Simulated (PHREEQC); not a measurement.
Consider water at 34 °C with 0.0035 mol/kgw ZnSO4, 0.0079 mol/kgw MgSO4, 0.00076 mol/kgw H2SO4 and 8e-05 mol/kgw NaCl. Closed to the air; pH follows from the charge balance.

The numbers come from PHREEQC with the ion-association model, wateq4f.dat.

Each row changes one thing in this solution. No solid was allowed to form.

```csv
case,pH,ionic strength (mol/kgw),SO4-2 (mol/kgw),HSO4- (mol/kgw),NaSO4- (mol/kgw),SI of Halite (NaCl),SI of Mirabilite (Na2SO4:10H2O)
as made,3.05,0.0301,0.00737,0.000488,1.60e-6,-9.95,-10.06
0.00012 mol/kgw Na2SiO3 added,3.12,0.0301,0.00743,0.000413,6.43e-6,-9.35,-8.85
0.00022 mol/kgw HCl added,2.99,0.0302,0.00733,0.000556,1.59e-6,-9.38,-10.06
ZnSO4 from 0.0035 to 0.035 mol/kgw,3.20,0.0914,0.0204,0.000751,3.12e-6,-10.05,-9.85
temperature from 34 to 55 °C,3.11,0.0270,0.00654,0.000630,1.60e-6,-10.00,-10.98
ZnSO4 replaced by Cs2SO4 at the same molality,3.06,0.0305,0.00840,0.000531,1.81e-6,-9.95,-10.01
temperature from 34 to 70 °C,3.17,0.0250,0.00600,0.000750,1.58e-6,-10.03,-11.57
MgSO4 left out,2.95,0.0123,0.00309,0.000292,8.24e-7,-9.90,-10.30
```

Species that the database lacks are ignored. Constants without temperature data keep their 25 °C values here.
